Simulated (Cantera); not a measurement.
Input: 1 mol FeS2, 16 mol H2, 69 mol N2, held at 18.0 Torr.

Method: chemical equilibrium by Gibbs-energy minimisation in Cantera with the NASA 1993 tables (ideal gas, pure condensed phases). Candidate condensed phases: Fe, FeS, FeS2, S; 16 gas species. Metal and sulfide melt together well below either melting point, which pure phases cannot show. Mutual solubility and eutectic melting of coexisting phases are not modelled. FeS: taken at fixed stoichiometry. Equilibrium is a limit: real reactors are often held back by kinetics, nucleation or transport.

### Question
Which condensed phases are stable at each of these points (T (K)): 1573, 1623, 1673, 1723, 1773, 1823, 1873, 1923, 1973, 2023, 2073, 2123, 2173?

### Answer
| T (K) | condensed phases | Fe condensed (%) |
|---|---|---|
| 1573 | FeS(l) | 99.8 |
| 1623 | FeS(l) | 99.5 |
| 1673 | Fe(δ) + FeS(l) | 98.6 |
| 1723 | Fe(δ) + FeS(l) | 96.7 |
| 1773 | Fe(δ) | 92.9 |
| 1823 | Fe(l) | 85.4 |
| 1873 | Fe(l) | 71.6 |
| 1923 | Fe(l) | 46.6 |
| 1973 | Fe(l) | 2.7 |
| 2023 | gas only | 0.0 |
| 2073 | gas only | 0.0 |
| 2123 | gas only | 0.0 |
| 2173 | gas only | 0.0 |

From 1573 K to 1623 K the condensed part is FeS(l). From 1673 K to 1723 K the condensed part is Fe(δ) + FeS(l). At 1773 K the condensed part is Fe(δ). From 1823 K to 1973 K the condensed part is Fe(l). From 2023 K to 2173 K nothing is condensed.
